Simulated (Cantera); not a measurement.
Equilibrium for hydrogen reduction and annealing atmospheres: PbO + H₂

Charge: 1 mol PbO, a varied amount of H₂, at 42.0 Pa.

These are equilibrium values from Cantera (NASA tables, ideal gas, pure condensed phases), not measurements of a reactor. Candidate condensed phases: H₂O, Pb, PbO, PbO₂, Pb₃O₄; 12 gas species. The numbers say what is thermodynamically allowed, not how fast it happens.

Stable condensed phases:

```
T in K \ n(H₂) in mol
         8.4  14  24  41  70 120 200
   1225    A   A   A   A   A   A   A
   1175    A   A   A   A   A   A   A
   1125    A   A   A   A   A   A   A
   1075    A   A   A   A   A   A   A
   1025    B   B   A   A   A   A   A
    975    B   B   B   B   A   A   A
    925    B   B   B   B   B   B   A
    875    B   B   B   B   B   B   B
    825    B   B   B   B   B   B   B
```

A: gas only; B: Pb.
